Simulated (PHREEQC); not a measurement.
4.6 g of hydrous ferric oxide (600 m²/g; 0.2 weak and 0.005 strong sites per Fe, Dzombak-Morel constants, diffuse double layer) in 1 kg of water with 0.01 mol/kgw of an inert sodium salt and 0.0042 mol/kgw NaH2PO4 and 0.011 mol/kgw Na2HAsO4, at 25 °C; the pH is set by adding NaOH or the inert anion's acid. O2 is buffered at 0.21 atm. The system is closed to CO2. No solid was allowed to form.

Equilibrium calculation in PHREEQC: ion-association model, wateq4f.dat.

| pH | P sorbed (%) | As sorbed (%) | surface charge σ (C/m²) | surface potential ψ (mV) |
|---|---|---|---|---|
| 3 | 40.6 | 78.3 | 0.009 | 19 |
| 3.67 | 40.1 | 78.5 | 0.006 | 14 |
| 4.33 | 40.0 | 78.5 | 0.000 | 1 |
| 5 | 39.7 | 78.3 | -0.009 | -20 |
| 5.67 | 39.1 | 77.8 | -0.021 | -43 |
| 6.33 | 37.6 | 76.5 | -0.038 | -66 |
| 7 | 33.7 | 72.7 | -0.060 | -86 |
| 7.67 | 26.5 | 64.6 | -0.080 | -99 |
| 8.33 | 20.1 | 54.9 | -0.094 | -106 |
| 9 | 13.1 | 42.2 | -0.113 | -114 |
| 9.67 | 5.0 | 27.9 | -0.156 | -128 |
| 10.33 | 1.4 | 22.1 | -0.217 | -142 |
| 11 | 0.4 | 20.4 | -0.287 | -152 |

H3PO4, which wateq4f.dat lacks, is added to it with the constant of phreeqc.dat. The oxide is taken as insoluble; below pH 4 it would dissolve.
